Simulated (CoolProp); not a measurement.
Vapour pressure (MPa) of fluoroethane (R161): the reference equation beside estimates from Tc = 102.1 °C, pc = 5.010 MPa, ω = 0.216. Clausius-Clapeyron is anchored at -47.35 °C with a constant enthalpy of vaporisation of 20.91 kJ/mol.

Values from CoolProp's reference Helmholtz-energy equation of state, Wu 2012.

| T (°C) | reference | Lee-Kesler | Clausius-Clapeyron | van der Waals | Redlich-Kwong | Soave-Redlich-Kwong |
|---|---|---|---|---|---|---|
| -57.45 | 0.03684 | 0.03562 | 0.03750 | 0.3383 | 0.06444 | 0.03602 |
| -47.35 | 0.06317 | 0.06169 | 0.06317 | 0.4425 | 0.1057 | 0.06212 |
| -37.35 | 0.1023 | 0.1007 | 0.1013 | 0.5654 | 0.1640 | 0.1011 |
| -27.25 | 0.1591 | 0.1578 | 0.1570 | 0.7110 | 0.2446 | 0.1580 |
| -17.15 | 0.2379 | 0.2372 | 0.2351 | 0.8796 | ? | 0.2372 |
| -7.05 | 0.3438 | 0.3442 | 0.3413 | 1.073 | 0.4882 | 0.3440 |
| 3.05 | 0.4824 | 0.4842 | 0.4823 | 1.291 | 0.6600 | 0.4843 |
| 13.15 | 0.6595 | 0.6627 | 0.6650 | 1.537 | 0.8707 | 0.6640 |
| 23.25 | 0.8811 | 0.8858 | 0.8971 | 1.810 | 1.125 | 0.8895 |
| 33.35 | 1.154 | 1.160 | 1.187 | 2.113 | ? | 1.168 |
| 43.45 | 1.484 | 1.491 | 1.542 | 2.445 | 1.778 | 1.505 |
| 53.45 | 1.874 | ? | ? | 2.805 | 2.180 | 1.904 |
| 63.55 | 2.341 | 2.350 | 2.477 | 3.200 | 2.644 | 2.381 |
| 73.65 | 2.890 | 2.901 | 3.079 | 3.627 | 3.170 | 2.938 |
| 83.75 | 3.533 | 3.546 | 3.781 | ? | 3.761 | ? |

Task: What belongs in the gaps?

Result: 
- -17.15, Redlich-Kwong: 0.3512
- 33.35, Redlich-Kwong: 1.426
- 53.45, Lee-Kesler: 1.882
- 53.45, Clausius-Clapeyron: 1.966
- 83.75, van der Waals: 4.087
- 83.75, Soave-Redlich-Kwong: 3.584

Absolute difference from the reference over all 15 rows, mean and median: Lee-Kesler 0.8 and 0.5 %, Clausius-Clapeyron 2.6 and 1.8 %, van der Waals 225.4 and 133.1 %, Redlich-Kwong 35.4 and 32.0 %, Soave-Redlich-Kwong 1.1 and 1.2 %.
